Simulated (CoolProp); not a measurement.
Vapour-liquid equilibrium of CH2F2 (R32) (1) + dimethyl ether (2) at 306.5 K; x and y are mole fractions of (1).

Computed with CoolProp (multi-fluid Helmholtz-energy mixture model, Tillner-Roth 1997 and Wu 2011; pair parameters Bell 2016).

| x | bubble pressure (kPa) | y at the bubble point | dew pressure at overall composition x (kPa) | liquid density (mol/L) |
|---|---|---|---|---|
| 0.05 | 799.2 | 0.104 | 770.5 | 14.22 |
| 0.2 | 977.0 | 0.361 | 857.2 | 14.73 |
| 0.35 | 1173 | 0.551 | 967.9 | 15.26 |
| 0.5 | … | 0.693 | 1113 | 15.79 |
| 0.65 | 1591 | 0.803 | 1310 | 16.35 |
| 0.8 | 1805 | 0.894 | … | 16.94 |
| 0.95 | … | 0.974 | 1956 | 17.56 |

Question: Complete the blanks.

Answer: 
- 0.5, bubble pressure (kPa): 1380
- 0.8, dew pressure at overall composition x (kPa): 1584
- 0.95, bubble pressure (kPa): 2025

No azeotrope shows between x = 0.05 and 0.95.

Pair parameters are fitted to limited data, so mixtures are less certain than the pure fluids.
